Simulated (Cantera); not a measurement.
An isothermal, constant-pressure homogeneous reactor starts with 83.3 % NH3, 16.7 % H2, at 1800 K and 13300 Pa.

Detailed kinetics in Cantera: the gas-phase N/H chemistry of the illustrative SiF4/NH3 mechanism in the Surface Chemkin manual (1991). Walls and surfaces, which speed up NH3 decomposition in real reactors, are not modelled.

x: mole fraction; the columns are a selection and need not sum to one.

```json
[
 {"t (s)": "2.00e-6", "x NH3": "0.833", "x H2": "0.167", "x NH": "<1e-12", "x N": "<1e-12", "x H": "7.78e-8", "x N2H4": "<1e-12", "x N2H2": "<1e-12"},
 {"t (s)": "6.59e-6", "x NH3": "0.833", "x H2": "0.167", "x NH": "9.28e-12", "x N": "<1e-12", "x H": "1.46e-7", "x N2H4": "<1e-12", "x N2H2": "1.33e-12"},
 {"t (s)": "2.17e-5", "x NH3": "0.833", "x H2": "0.167", "x NH": "1.88e-10", "x N": "<1e-12", "x H": "3.65e-7", "x N2H4": "5.04e-12", "x N2H2": "4.52e-11"},
 {"t (s)": "7.17e-5", "x NH3": "0.833", "x H2": "0.167", "x NH": "3.16e-9", "x N": "2.50e-12", "x H": "1.09e-6", "x N2H4": "6.68e-11", "x N2H2": "1.13e-9"},
 {"t (s)": "0.000236", "x NH3": "0.833", "x H2": "0.167", "x NH": "4.03e-8", "x N": "1.43e-10", "x H": "3.46e-6", "x N2H4": "7.67e-10", "x N2H2": "1.94e-8"},
 {"t (s)": "0.000779", "x NH3": "0.833", "x H2": "0.167", "x NH": "4.25e-7", "x N": "5.01e-9", "x H": "1.11e-5", "x N2H4": "…", "x N2H2": "2.69e-7"},
 {"t (s)": "0.00257", "x NH3": "0.832", "x H2": "0.167", "x NH": "2.41e-6", "x N": "6.21e-8", "x H": "2.75e-5", "x N2H4": "…", "x N2H2": "2.12e-6"},
 {"t (s)": "0.00847", "x NH3": "0.829", "x H2": "0.169", "x NH": "3.07e-6", "x N": "8.83e-8", "x H": "3.18e-5", "x N2H4": "6.51e-8", "x N2H2": "2.86e-6"},
 {"t (s)": "0.0279", "x NH3": "0.820", "x H2": "0.176", "x NH": "3.08e-6", "x N": "9.00e-8", "x H": "3.33e-5", "x N2H4": "6.40e-8", "x N2H2": "2.80e-6"},
 {"t (s)": "0.0920", "x NH3": "0.788", "x H2": "0.199", "x NH": "3.09e-6", "x N": "9.49e-8", "x H": "3.80e-5", "x N2H4": "6.06e-8", "x N2H2": "2.62e-6"},
 {"t (s)": "0.303", "x NH3": "0.696", "x H2": "0.266", "x NH": "3.10e-6", "x N": "1.06e-7", "x H": "5.28e-5", "x N2H4": "…", "x N2H2": "2.13e-6"},
 {"t (s)": "1.00", "x NH3": "0.482", "x H2": "0.422", "x NH": "2.92e-6", "x N": "1.25e-7", "x H": "9.48e-5", "x N2H4": "…", "x N2H2": "1.23e-6"}
]
```

Task: Some entries are withheld; supply them.

Result: 
- 0.000779, x N2H4: 8.16e-9
- 0.00257, x N2H4: 5.02e-8
- 0.303, x N2H4: 5.13e-8
- 1.00, x N2H4: 3.18e-8
